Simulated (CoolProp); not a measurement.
A single-stage vapour-compression cycle with the fluid: evaporating at 248.15 K (dew point), condensing at 304.15 K (bubble point), superheat 8 K, subcooling 0 K, compressor efficiency 0.85, no pressure losses. The same conditions are run with several fluids, on thermodynamics alone (safety and materials aside).

The numbers come from the reference Helmholtz-energy equation of state of each fluid (n-butane: Bücker 2006; R152A: Outcalt 1996; cis-2-butene: Lemmon 2005; CH3F (R41): Lemmon 2006; R115: Lemmon 2016; fluoroethane (R161): Wu 2012) in CoolProp.

```json
[
 {"fluid": "n-butane", "cooling COP": "3.01", "pressure ratio": "8.13", "discharge temperature (K)": "319.5", "refrigerating effect (kJ/kg)": "288", "volumetric capacity (kJ/m³)": "287"},
 {"fluid": "R152A", "cooling COP": "2.99", "pressure ratio": "7.32", "discharge temperature (K)": "344.9", "refrigerating effect (kJ/kg)": "242", "volumetric capacity (kJ/m³)": "757"},
 {"fluid": "cis-2-butene", "cooling COP": "3.09", "pressure ratio": "8.85", "discharge temperature (K)": "335.4", "refrigerating effect (kJ/kg)": "330", "volumetric capacity (kJ/m³)": "258"},
 {"fluid": "CH3F (R41)", "cooling COP": "2.32", "pressure ratio": "4.53", "discharge temperature (K)": "373.9", "refrigerating effect (kJ/kg)": "256", "volumetric capacity (kJ/m³)": "4660"},
 {"fluid": "R115", "cooling COP": "2.49", "pressure ratio": "5.74", "discharge temperature (K)": "308.6", "refrigerating effect (kJ/kg)": "67.1", "volumetric capacity (kJ/m³)": "949"},
 {"fluid": "fluoroethane (R161)", "cooling COP": "2.94", "pressure ratio": "6.22", "discharge temperature (K)": "349.4", "refrigerating effect (kJ/kg)": "299", "volumetric capacity (kJ/m³)": "1230"}
]
```
